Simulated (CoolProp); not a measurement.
The numbers come from the reference Helmholtz-energy equation of state, Smukala 2000 in CoolProp.

Task: For ethylene, give the phase and the cp (kJ/(kg K)) at -1.85 °C and 0.101 MPa; 27.65 °C and 0.101 MPa.

Result: 
- -1.85 °C and 0.101 MPa: gas; cp 1.45
- 27.65 °C and 0.101 MPa: gas; cp 1.55
